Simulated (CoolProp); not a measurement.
Vapour-liquid equilibrium of C3F8 (R218) (1) + c-C4F8 (RC318) (2) at 248.6 K; x and y are mole fractions of (1).

Values from CoolProp's multi-fluid Helmholtz-energy mixture model, Lemmon 2006 and Platzer 1990; pair parameters Bell 2016. This equation is an older, rougher fit; its heat capacities, sound speeds and derivatives of the liquid may be far off and weren't checked against measurements.

```tsv
x	bubble pressure (kPa)	y at the bubble point	dew pressure at overall composition x (kPa)	liquid density (mol/L)
0.05	45.51	0.087	44.73	8.411
0.2	54.54	0.377	48.33	8.447
0.35	69.71	0.627	53.40	8.466
0.5	90.14	0.795	60.68	8.467
0.65	113.8	0.896	71.80	8.447
0.8	138.6	0.955	91.08	8.406
0.95	162.9	0.991	135.8	8.339
```

No azeotrope shows between x = 0.05 and 0.95.

Pair parameters are fitted to limited data, so mixtures are less certain than the pure fluids.
